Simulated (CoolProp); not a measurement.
Vapour-liquid equilibrium of hydrogen sulfide (1) + n-hexane (2) at 406 kPa; x and y are mole fractions of (1).

Computed with CoolProp (multi-fluid Helmholtz-energy mixture model, Lemmon 2006 and Thol 2019; pair parameters Kunz 2012).

Task: Give the bubble temperature and the first vapour's composition at x = 0.05, 0.8, 0.95. Is there an azeotrope?

Result: x = 0.05: 81.9 °C, y = 0.619; x = 0.8: -23.6 °C, y = 0.998; x = 0.95: -27.0 °C, y = 0.999. No azeotrope shows between x = 0.05 and 0.95.

The pair parameters rest on a limited set of measurements; away from them the model extrapolates. The gap from Raoult's law changes sign with composition, which may be real or a fault of the pair parameters; it wasn't checked against measurements. With so large a gap from Raoult's law the liquid may split in two, which this calculation doesn't test in full.
